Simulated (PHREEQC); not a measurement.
A solution holds 0.73 mol/kgw NaH2PO4, 0.03 mol/kgw NaOH and 0.03 mol/kgw ZnSO4, at 45 °C. Closed to the air; pH follows from the charge balance.

Computed with PHREEQC (ion-association model, wateq4f.dat).

The ionic strength comes out as 0.863 mol/kgw. What activity coefficients do Na+, NaSO4-, H2PO4-, ZnOH+, SO4-2 get?

Na+ 0.70, NaSO4- 0.65, H2PO4- 0.65, ZnOH+ 0.76, SO4-2 0.16.

Precipitation was switched off in this run. The ionic strength is past about 0.7 mol/kgw, beyond the range of this activity model, so the values are rough. Complexes and solids missing from the database can't appear. H3PO4, which wateq4f.dat lacks, is added to it with the constant of phreeqc.dat. Constants without temperature data keep their 25 °C values here. The database has no phosphate complexes of Zn.
